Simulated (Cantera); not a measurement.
An isothermal, constant-pressure homogeneous reactor starts with NH3 : N2 = 1 : 8.1 (molar parts), at 1700 K and 1.01 bar.

Cantera simulation using the gas-phase N/H chemistry of the illustrative SiF4/NH3 mechanism in the Surface Chemkin manual (1991); the numbers are that mechanism's predictions, not measurements. Walls and surfaces, which speed up NH3 decomposition in real reactors, are not modelled.

x: mole fraction; the columns are a selection and need not sum to one.

| t (s) | x NH3 | x H | x N | x NH2 | x N2H4 | x N2H2 | x H2 |
|---|---|---|---|---|---|---|---|
| 2.00e-6 | 0.110 | 1.77e-8 | <1e-12 | [?] | <1e-12 | <1e-12 | 3.20e-8 |
| 1.07e-5 | 0.110 | 1.92e-8 | <1e-12 | [?] | 1.85e-12 | 1.93e-12 | 2.46e-7 |
| 5.70e-5 | 0.110 | 1.92e-8 | <1e-12 | [?] | 6.47e-11 | 1.04e-10 | 1.40e-6 |
| 0.000304 | 0.110 | 2.07e-8 | 2.06e-11 | [?] | 1.88e-9 | 3.72e-9 | 7.76e-6 |
| 0.00162 | 0.110 | 6.17e-8 | 3.28e-10 | [?] | 3.41e-8 | 8.19e-8 | 7.22e-5 |
| 0.00866 | 0.109 | 2.80e-7 | 1.80e-9 | [?] | 5.21e-8 | 1.33e-7 | 0.000775 |
| 0.0462 | 0.106 | 1.27e-6 | 9.84e-9 | [?] | 4.35e-8 | 1.27e-7 | 0.00457 |
| 0.247 | 0.0931 | 5.62e-6 | 3.20e-8 | [?] | 2.87e-8 | 1.02e-7 | 0.0226 |
| 1.32 | 0.0517 | 2.08e-5 | 3.86e-8 | [?] | 1.01e-8 | 4.06e-8 | 0.0786 |
| 7.02 | 0.0102 | 4.51e-5 | 1.76e-8 | [?] | 6.33e-10 | 2.90e-9 | 0.135 |
| 37.5 | 0.00129 | 5.52e-5 | 3.23e-9 | [?] | 1.28e-11 | 6.32e-11 | 0.147 |
| 200 | 0.000208 | 5.66e-5 | 5.46e-10 | [?] | <1e-12 | 1.74e-12 | 0.148 |

What belongs in the gaps?


- 2.00e-6, x NH2: 8.17e-8
- 1.07e-5, x NH2: 5.11e-7
- 5.70e-5, x NH2: 2.81e-6
- 0.000304, x NH2: 1.50e-5
- 0.00162, x NH2: 6.35e-5
- 0.00866, x NH2: 7.86e-5
- 0.0462, x NH2: 7.17e-5
- 0.247, x NH2: 5.83e-5
- 1.32, x NH2: 3.47e-5
- 7.02, x NH2: 8.66e-6
- 37.5, x NH2: 1.23e-6
- 200, x NH2: 2.01e-7
